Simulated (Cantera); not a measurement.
Cantera run:

```python
import numpy as np
import cantera as ct

gas_names = """
    H H2 N NH NH2 NH3 N2 N2H2 N2H4 Si SiH SiH2 SiH3 SiH4 SiN Si2 Si2N Si3
""".split()
cond_names = """
    Si(cr) Si(L) Si3N4(a)
""".split()


# ... load() reads the species with a 1 bar reference pressure and builds the phases ...
atoms = {
    'trisilylamine': {'Si': 3, 'N': 1, 'H': 9},
    'NH3': {'N': 1, 'H': 3},
    'H2': {'H': 2},
}
top_T = {'Si3N4(a)': 2400}  # K; cautious upper limits of use, not melting points


# ... equilibrate(T, P, feed) seeds the gas with the atoms and calls Mixture.equilibrate('TP', solver="vcs", rtol=1e-11, max_steps=5000) ...
results = []
feed = {'trisilylamine': 1, 'NH3': 2.1, 'H2': 42}  # mol
T = 1873.15  # K
P = 750  # Pa
mix = equilibrate(T, P, feed)
results.append((T, P, feed, dict(zip(mix.species_names, mix.species_moles))))
x = sorted(zip(gas.X, gas.species_names), reverse=True)
print(f"T = {T:g} K  P = {P:g} Pa  gas = {mix.phase_moles(0):.4g} mol")
print("   x: " + "  ".join(f"{s} {v:.3e}" for v, s in x if v > 1e-05))
print("   condensed (mol): " + ("  ".join(f"{mix.phase(i).name} {mix.phase_moles(i):.4g}"
      for i in range(1, mix.n_phases) if mix.phase_moles(i) > 1e-12) or "none"))
```

Output:

```
T = 1873.15 K  P = 750 Pa  gas = 51.45 mol
   x: H2 9.612e-01  N2 3.012e-02  H 7.315e-03  Si 1.178e-03  SiH 9.318e-05  SiH2 4.719e-05
   condensed (mol): Si(L) 2.93
```

These are equilibrium values from Cantera (NASA tables, ideal gas, pure condensed phases), not measurements of a reactor. The feed counts by its element totals alone. Gases not in the tables: Si2H6 and higher silanes.
